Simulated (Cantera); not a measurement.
**Reactions in the system Al-N-O**

Standard-state values (1 bar) from the NASA 1993 polynomials, evaluated with Cantera. Values are per mole of reaction as written; species without (g) are pure solids or liquids, kept so even where they would boil at 1 bar.

2 Al + NO(g) = Al2O(g) + N(g)

```
T (K)  ΔH° (kJ)  ΔS° (J/K)  ΔG° (kJ)  log10 K  condensed phases
-----  --------  ---------  --------  -------  ----------------
598       234.3      134.0     154.2   -13.47             Al(s)
698       233.4      132.6     140.9   -10.54             Al(s)
798       232.2      130.9     127.7    -8.36             Al(s)
898       230.5      129.0     114.7    -6.67             Al(s)
998       207.4      104.3     103.4    -5.41             Al(l)
1098      205.8      102.7      93.0    -4.43             Al(l)
1198      204.2      101.3      82.8    -3.61             Al(l)
1298      202.5      100.0      72.8    -2.93             Al(l)
```
